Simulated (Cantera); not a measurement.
Cantera run:

```python
import numpy as np
import cantera as ct

gas_names = """
    CL CLO CL2 H HCL HOCL HO2 H2 H2O H2O2 O OH O2 O3 Ti TiCL TiCL2 TiCL3 TiCL4 TiO TiOCL TiOCL2 TiO2
""".split()
cond_names = """
    H2O(s) H2O(L) Ti(a) Ti(b) Ti(L) TiCL2(s) TiCL3(s) TiCL4(L) TiO(a) TiO(b) TiO(L) TiO2(ru) TiO2(L)
    Ti2O3(a) Ti2O3(b) Ti2O3(L) Ti3O5(a) Ti3O5(b) Ti3O5(L) Ti4O7(s) Ti4O7(L)
""".split()


def load(file, names, dense=False):
    # The tables refer to 1 bar. Condensed volumes are neglected.
    table = {s.name: s for s in ct.Species.list_from_file(file)}
    out = []
    for n in names:
        d = dict(table[n].input_data)
        d["thermo"] = dict(d["thermo"], **{"reference-pressure": 1e5})
        if dense:
            d["equation-of-state"] = {"model": "constant-volume", "density": "1e6 g/cm^3"}
        out.append(ct.Species.from_dict(d))
    return out


gas = ct.Solution(thermo="ideal-gas", species=load("nasa_gas.yaml", gas_names))
cond = {s.name: ct.Solution(thermo="fixed-stoichiometry", species=[s], name=s.name)
        for s in load("nasa_condensed.yaml", cond_names, dense=True)}
atoms = {
    'TiCl4': {'Ti': 1, 'CL': 4},
    'H2O': {'H': 2, 'O': 1},
}
top_T = {'TiCL2(s)': 1300, 'TiCL3(s)': 1000}  # K; cautious upper limits of use, not melting points


def equilibrate(T, P, feed):
    n = {}
    for name, mol in feed.items():
        for a, k in atoms[name].items():
            n[a] = n.get(a, 0.0) + k * mol
    gas.TPX = T, P, n
    mass = sum(n.values()) * gas.mean_molecular_weight
    gas.equilibrate("TP")
    valid = [c for c in cond.values() if c.min_temp <= T <= top_T.get(c.name, c.max_temp)]
    mix = ct.Mixture([(gas, mass / gas.mean_molecular_weight)] + [(c, 0.0) for c in valid])
    mix.T, mix.P = T, P
    mix.equilibrate("TP", solver="vcs", rtol=1e-11, max_steps=5000)
    return mix


results = []
feed = {'TiCl4': 1, 'H2O': 3.8}  # mol
T = 1473.15  # K
P = 48000  # Pa
mix = equilibrate(T, P, feed)
results.append((T, P, feed, dict(zip(mix.species_names, mix.species_moles))))
print(gas.report(threshold=1e-06))
for i in range(1, mix.n_phases):
    print(f"{mix.phase(i).name:16s} {mix.phase_moles(i):12.5e} mol")
```

It prints:

```
       temperature   1473.2 K
          pressure   48000 Pa
           density   0.12041 kg/m^3
  mean mol. weight   30.726 kg/kmol
   phase of matter   gas

                          1 kg             1 kmol
                     ---------------   ---------------
          enthalpy       -3.2134e+06       -9.8735e+07  J
   internal energy       -3.6121e+06       -1.1098e+08  J
           entropy            8178.8         2.513e+05  J/K
    Gibbs function       -1.5262e+07       -4.6894e+08  J
 heat capacity c_p            1236.4             37989  J/K
 heat capacity c_v             965.8             29675  J/K

                      mass frac. Y      mole frac. X     chem. pot. / RT
                     ---------------   ---------------   ---------------
                CL        0.00063369        0.00054924           -20.365
               CL2        0.00014144        6.1297e-05            -40.73
               HCL           0.81729           0.68879           -33.992
                H2        2.2687e-05        0.00034578           -27.254
               H2O            0.1819           0.31024           -47.861
                OH        4.3987e-06        7.9469e-06           -34.234
                O2        3.0086e-06         2.889e-06           -41.213
     [  +16 minor]        4.4503e-06        1.2633e-06

Ti(b)             0.00000e+00 mol
TiCL4(L)          0.00000e+00 mol
TiO(b)            0.00000e+00 mol
TiO2(ru)          9.99996e-01 mol
Ti2O3(b)          0.00000e+00 mol
Ti3O5(b)          0.00000e+00 mol
Ti4O7(s)          0.00000e+00 mol
```

Equilibrium computed with Cantera from the NASA thermochemical tables; the gas is ideal and each condensed phase is pure. Gases not in the tables: TiO(OH)2.
